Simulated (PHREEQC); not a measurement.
Solution (25 °C): 0.032 mol KHSO4 and 0.0029 mol Al(NO3)3 per kg of water. Closed to the air; pH follows from the charge balance.

Model: ion-association model, wateq4f.dat, run in PHREEQC.

Precipitation was switched off in this run.

Task: Predict the pH.

Result: pH 1.79.

Task: In which forms is S present?

Result: SO4-2 47 %, HSO4- 39 %, AlSO4+ 6.5 %, KSO4- 4.2 %, Al(SO4)2- 2.6 % of the S.
